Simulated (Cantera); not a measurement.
Carbothermic reduction: MgO + CO

Charge: 1 mol MgO, 8.3 mol CO, equilibrated at 75000 Pa.

Cantera equilibrium calculation (NASA polynomials, part measured and part estimated; ideal gas, pure solids and liquids). Candidate condensed phases: C, Mg, MgCO3, MgO; 15 gas species. The numbers say what is thermodynamically allowed, not how fast it happens.

From 627 °C to 1327 °C the condensed part is C(graphite) + MgO(s). From 1427 °C to 1727 °C the condensed part is MgO(s).

| T (°C) | log p CO | log p CO2 | log p Mg | log p MgO | log p O | n C(graphite) | n MgO(s) |
|---|---|---|---|---|---|---|---|
| 627 | -0.54 | -0.34 | <-12 | <-12 | <-12 | 3.16 | 1.00 |
| 727 | -0.25 | -0.74 | <-12 | <-12 | <-12 | 1.63 | 1.00 |
| 827 | -0.15 | -1.36 | <-12 | <-12 | <-12 | 0.460 | 1.00 |
| 927 | -0.13 | -1.99 | -11.52 | <-12 | <-12 | 0.113 | 1.00 |
| 1027 | -0.13 | -2.54 | -9.44 | <-12 | <-12 | 0.0318 | 1.00 |
| 1127 | -0.13 | -3.02 | -7.65 | <-12 | <-12 | 0.0106 | 1.00 |
| 1227 | -0.13 | -3.43 | -6.11 | <-12 | <-12 | 0.00412 | 1.000 |
| 1327 | -0.13 | -3.79 | -4.76 | -11.97 | <-12 | 0.00162 | 1.000 |
| 1427 | -0.13 | -3.84 | -3.84 | -10.71 | <-12 | 0 | 0.998 |
| 1527 | -0.13 | -3.46 | -3.46 | -9.59 | -10.93 | 0 | 0.996 |
| 1627 | -0.13 | -3.11 | -3.11 | -8.58 | -9.77 | 0 | 0.991 |
| 1727 | -0.13 | -2.80 | -2.80 | -7.69 | -8.73 | 0 | 0.983 |
log p: log10 of the partial pressure in bar; n: condensed amount in mol.
